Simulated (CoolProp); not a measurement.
Vapour-liquid equilibrium of CHF3 (R23) (1) + sulfur hexafluoride (2) at -3.85 °C; x and y are mole fractions of (1).

Computed with CoolProp (multi-fluid Helmholtz-energy mixture model, Penoncello 2003 and Guder 2009; pair parameters Bell 2016).

```json
[
 {"x": "0.05", "bubble pressure, mixture model (kPa)": "(withheld)", "bubble pressure, Raoult's law (kPa)": "1180", "y, mixture model": "0.148", "y, Raoult's law": "0.095"},
 {"x": "0.2", "bubble pressure, mixture model (kPa)": "(withheld)", "bubble pressure, Raoult's law (kPa)": "1348", "y, mixture model": "0.380", "y, Raoult's law": "0.333"},
 {"x": "0.35", "bubble pressure, mixture model (kPa)": "1950", "bubble pressure, Raoult's law (kPa)": "1516", "y, mixture model": "0.505", "y, Raoult's law": "0.518"},
 {"x": "0.5", "bubble pressure, mixture model (kPa)": "(withheld)", "bubble pressure, Raoult's law (kPa)": "1684", "y, mixture model": "0.603", "y, Raoult's law": "0.666"},
 {"x": "0.65", "bubble pressure, mixture model (kPa)": "(withheld)", "bubble pressure, Raoult's law (kPa)": "1852", "y, mixture model": "(withheld)", "y, Raoult's law": "0.788"},
 {"x": "0.8", "bubble pressure, mixture model (kPa)": "2288", "bubble pressure, Raoult's law (kPa)": "2021", "y, mixture model": "0.808", "y, Raoult's law": "0.889"},
 {"x": "0.95", "bubble pressure, mixture model (kPa)": "(withheld)", "bubble pressure, Raoult's law (kPa)": "2189", "y, mixture model": "0.944", "y, Raoult's law": "0.974"}
]
```

Question: Fill in the missing entries.

Answer: 
- 0.05, bubble pressure, mixture model (kPa): 1309
- 0.2, bubble pressure, mixture model (kPa): 1703
- 0.5, bubble pressure, mixture model (kPa): 2118
- 0.65, bubble pressure, mixture model (kPa): 2232
- 0.65, y, mixture model: 0.699
- 0.95, bubble pressure, mixture model (kPa): 2272

The largest gap from Raoult's law is +28.6 % in bubble pressure, at x = 0.35. y crosses x between x = 0.8 and 0.95: the model has an azeotrope there.

The pair parameters rest on a limited set of measurements; away from them the model extrapolates.
